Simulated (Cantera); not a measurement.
Input (Python, Cantera):

```python
import numpy as np
import cantera as ct

gas = ct.Solution("gri30.yaml")
gas.TPX = 348, 101325, {'CH4': 1, 'CO': 0.65, 'O2': 1.94, 'N2': 9.49}
flame = ct.FreeFlame(gas, width=0.04)
flame.set_refine_criteria(ratio=3, slope=0.08, curve=0.16)
flame.transport_model = "mixture-averaged"
flame.solve(loglevel=0, auto=True)
z, T = flame.grid, flame.T
thick = (T[-1] - T[0]) / np.gradient(T, z).max()
show = ['CH4', 'CO', 'O2', 'HCO', 'CH2O', 'N2O']
print(f"laminar burning velocity  {flame.velocity[0] * 100:.3f} cm/s")
print(f"burnt temperature         {T[-1]:.1f} K")
print(f"thermal thickness         {thick * 1e3:.4f} mm")
print(f"grid points               {len(z)}")
z0 = z[flame.heat_release_rate.argmax()]
print(f"{'z/mm':>9s}{'T/K':>9s}{'u/(m/s)':>9s}" + "".join(f"{s:>11s}" for s in show))
rows = []
for k in (-3, -2, -1.5, -1, -0.5, -0.25, 0, 0.25, 0.5, 1, 2, 4, 8):
    zz = z0 + k * thick
    rows.append([k * thick, np.interp(zz, z, T), np.interp(zz, z, flame.velocity),
                 *(np.interp(zz, z, flame.X[gas.species_index(s)]) for s in show)])
    print(f"{rows[-1][0] * 1e3:9.3f}{rows[-1][1]:9.1f}{rows[-1][2]:9.3f}" + "".join(f"{x:11.3e}" for x in rows[-1][3:]))
```

Output:

```
laminar burning velocity  33.080 cm/s
burnt temperature         1976.2 K
thermal thickness         0.5221 mm
grid points               145
     z/mm      T/K  u/(m/s)        CH4         CO         O2        HCO       CH2O        N2O
   -1.566    348.2    0.331  7.637e-02  4.965e-02  1.482e-01  1.012e-19  2.288e-08  1.874e-13
   -1.044    350.6    0.334  7.609e-02  4.957e-02  1.478e-01  8.659e-17  6.583e-07  5.495e-12
   -0.783    361.3    0.345  7.535e-02  4.954e-02  1.469e-01  1.308e-14  5.229e-06  4.450e-11
   -0.522    444.9    0.428  7.092e-02  5.019e-02  1.415e-01  3.257e-11  7.144e-05  6.567e-10
   -0.261    883.4    0.859  4.853e-02  5.668e-02  1.091e-01  1.963e-07  5.517e-04  8.009e-09
   -0.131   1270.9    1.242  2.679e-02  6.448e-02  7.433e-02  5.240e-06  6.568e-04  1.910e-08
    0.000   1618.5    1.583  6.522e-03  7.027e-02  3.565e-02  2.468e-05  3.696e-04  3.498e-08
    0.131   1761.6    1.716  4.664e-04  6.342e-02  1.376e-02  8.034e-06  5.324e-05  4.572e-08
    0.261   1802.9    1.747  1.700e-05  5.418e-02  6.674e-03  5.575e-07  2.360e-06  4.512e-08
    0.522   1842.5    1.776  3.301e-08  4.663e-02  3.538e-03  1.159e-07  5.484e-09  3.751e-08
    1.044   1884.1    1.811  1.559e-12  4.419e-02  2.182e-03  8.169e-08  3.480e-10  3.058e-08
    2.088   1923.2    1.845  1.343e-14  4.360e-02  1.160e-03  5.253e-08  3.139e-10  2.325e-08
    4.177   1952.1    1.870  1.223e-14  4.321e-02  4.630e-04  3.024e-08  2.950e-10  1.521e-08
```

Detailed kinetics in Cantera: GRI-Mech 3.0 (53 species, 325 reactions). Burning velocities carry a grid error of a few per cent, more on coarse grids.
